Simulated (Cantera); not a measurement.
A Cantera script and what it prints.

```python
import numpy as np
import cantera as ct

gas_names = """
    AL ALCL ALCL2 ALCL3 ALN ALO ALOCL ALO2 AL2 AL2CL6 AL2O AL2O2 CL CLO CL2 N NO NO2 NO3 N2 N2O O O2 O3
""".split()
cond_names = """
    AL(cr) AL(L) ALCL3(s) ALCL3(L) ALN(s) AL2O3(a) AL2O3(L)
""".split()


# ... load() reads the species with a 1 bar reference pressure and builds the phases ...
atoms = {
    'AlCl3': {'AL': 1, 'CL': 3},
    'O2': {'O': 2},
    'N2': {'N': 2},
}
top_T = {'ALN(s)': 2750}  # K; cautious upper limits of use, not melting points


# ... equilibrate(T, P, feed) seeds the gas with the atoms and calls Mixture.equilibrate('TP', solver="vcs", rtol=1e-11, max_steps=5000) ...
results = []
feed = {'AlCl3': 1, 'O2': 13, 'N2': 2.7}  # mol
P = 10000  # Pa
for T in [1748, 1798, 1848, 1898, 1948, 1998, 2048, 2098, 2148, 2198]:
    mix = equilibrate(T, P, feed)
    results.append((T, P, feed, dict(zip(mix.species_names, mix.species_moles))))

top = {s: max(r[3][s] / sum(r[3][g] for g in gas_names) for r in results) for s in gas_names}
cols = sorted((s for s in top if top[s] > 0.001), key=lambda s: -top[s])[:6]
seen = [c for c in cond_names if any(r[3].get(c, 0) > 1e-12 for r in results)]
print("log10 of partial pressures in bar; condensed amounts in mol")
print(f"{'T/K':>10s}" + "".join(f"{s[:9]:>10s}" for s in cols + seen))
for T, P, feed, n in results:
    ng = sum(n[g] for g in gas_names)
    print(f"{T:10.4g}" + "".join(f"{np.log10(max(n[s] / ng * P / 1e5, 1e-99)):10.3f}" for s in cols)
          + "".join(f"{n.get(c, 0):10.4g}" for c in seen))
```

It prints:

```
log10 of partial pressures in bar; condensed amounts in mol
       T/K        O2        CL        N2       CL2        NO         O  AL2O3(a)
      1748    -1.156    -1.915    -1.816    -2.611    -3.556    -4.713    0.4995
      1798    -1.159    -1.876    -1.820    -2.742    -3.483    -4.503    0.4995
      1848    -1.162    -1.847    -1.823    -2.883    -3.414    -4.303    0.4995
      1898    -1.164    -1.826    -1.825    -3.031    -3.348    -4.115    0.4995
      1948    -1.165    -1.812    -1.827    -3.182    -3.285    -3.935    0.4996
      1998    -1.167    -1.802    -1.830    -3.333    -3.226    -3.765    0.4996
      2048    -1.168    -1.795    -1.832    -3.482    -3.169    -3.602    0.4996
      2098    -1.169    -1.791    -1.834    -3.628    -3.115    -3.448    0.4995
      2148    -1.171    -1.788    -1.836    -3.770    -3.064    -3.300    0.4995
      2198    -1.172    -1.786    -1.838    -3.907    -3.015    -3.160    0.4993
```

Cantera equilibrium calculation (NASA polynomials, part measured and part estimated; ideal gas, pure solids and liquids).
